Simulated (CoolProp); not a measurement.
A single-stage vapour-compression cycle with vinyl chloride: evaporating at 267.15 K (dew point), condensing at 323.15 K (bubble point), superheat 10 K, subcooling 5 K, compressor efficiency 0.7, no pressure losses. Each further row changes one setting.

Model: reference Helmholtz-energy equation of state, Thol 2022, in CoolProp.

```
case                              cooling COP  pressure ratio  discharge temperature (K)  refrigerating effect (kJ/kg)  volumetric capacity (kJ/m³)
--------------------------------  -----------  --------------  -------------------------  ----------------------------  ---------------------------
as stated                                2.81            5.65                      391.7                           279                         1080
evaporating temperature 272.15 K         3.19            4.68                      384.8                           283                         1310
condensing temperature 318.15 K          3.14            4.97                      383.0                           287                         1120
subcooling 10 K                          2.89            5.65                      391.7                           287                         1110
superheat 20 K                           2.79            5.65                      403.0                           288                         1070
compressor efficiency 0.6                2.41            5.65                      406.9                           279                         1080
```
